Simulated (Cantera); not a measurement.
A closed system holds: 1 mol CaCO₃, 2 mol CO₂, 0.045 mol O₂, 2.6 mol H₂, held at 1502 °C and 21.0 mbar.

Cantera equilibrium calculation (NASA polynomials, part measured and part estimated; ideal gas, pure solids and liquids). Candidate condensed phases: C, C₆H₆, C₇H₈, C₈H₁₈, Ca, CaCO₃, CaO, Ca(OH)₂, H₂O; 115 gas species. Equilibrium is a limit: real reactors are often held back by kinetics, nucleation or transport.

Base state: H₂O 0.333, CO 0.317, CO₂ 0.218, H₂ 0.130, H 0.000721, OH 0.000115 (mole fractions); condensed: CaO(s).

Q: What changes in the equilibrium state with this change: H₂ from 2.6 to 0.62 mol?

A: 
```tsv
species	before	after
CO₂	0.218	0.691
H₂O	0.333	0.162
CO	0.317	0.138
H₂	0.130	0.00870
O₂	5.63e-7	3.00e-5
H	0.000721	0.000186
OH	0.000115	0.000216
CaO(s), mol	1.000	1.000
```
